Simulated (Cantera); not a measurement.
Input (Python, Cantera) and output of one run.

```python
import numpy as np
import cantera as ct

gas_names = """
    AL ALCL ALCL2 ALCL3 ALH AL2 AL2CL6 CL CL2 H HCL H2
""".split()
cond_names = """
    AL(cr) AL(L) ALCL3(s) ALCL3(L)
""".split()


# ... load() reads the species with a 1 bar reference pressure and builds the phases ...
atoms = {
    'Al': {'AL': 1},
    'HCl': {'H': 1, 'CL': 1},
    'H2': {'H': 2},
}
top_T = {}  # K; cautious upper limits of use, not melting points


# ... equilibrate(T, P, feed) seeds the gas with the atoms and calls Mixture.equilibrate('TP', solver="vcs", rtol=1e-11, max_steps=5000) ...
results = []
feed = {'Al': 1, 'HCl': 4.7, 'H2': 12}  # mol
P = 100000  # Pa
for T in [573, 673, 773, 873, 973, 1073, 1173, 1273, 1373, 1473]:
    mix = equilibrate(T, P, feed)
    results.append((T, P, feed, dict(zip(mix.species_names, mix.species_moles))))

top = {s: max(r[3][s] / sum(r[3][g] for g in gas_names) for r in results) for s in gas_names}
cols = sorted((s for s in top if top[s] > 0.0001), key=lambda s: -top[s])[:9]
seen = [c for c in cond_names if any(r[3].get(c, 0) > 1e-12 for r in results)]
print("log10 of partial pressures in bar; condensed amounts in mol")
print(f"{'T/K':>10s}" + "".join(f"{s[:9]:>10s}" for s in cols + seen))
for T, P, feed, n in results:
    ng = sum(n[g] for g in gas_names)
    print(f"{T:10.4g}" + "".join(f"{np.log10(max(n[s] / ng * P / 1e5, 1e-99)):10.3f}" for s in cols)
          + "".join(f"{n.get(c, 0):10.4g}" for c in seen))
```

Output:

```
log10 of partial pressures in bar; condensed amounts in mol
       T/K        H2       HCL     ALCL3    AL2CL6     ALCL2
       573    -0.066    -0.966    -2.578    -1.516   -15.989
       673    -0.069    -0.969    -1.809    -1.623   -12.381
       773    -0.075    -0.974    -1.385    -1.975    -9.859
       873    -0.078    -0.978    -1.244    -2.608    -8.109
       973    -0.079    -0.979    -1.217    -3.269    -6.808
      1073    -0.079    -0.979    -1.212    -3.832    -5.771
      1173    -0.079    -0.979    -1.210    -4.299    -4.917
      1273    -0.079    -0.979    -1.210    -4.688    -4.202
      1373    -0.079    -0.978    -1.212    -5.019    -3.594
      1473    -0.080    -0.975    -1.216    -5.308    -3.077
```

Method: chemical equilibrium by Gibbs-energy minimisation in Cantera with the NASA 1993 tables (ideal gas, pure condensed phases). The tables' values for AlCl2 are old estimates; treat these amounts as uncertain.
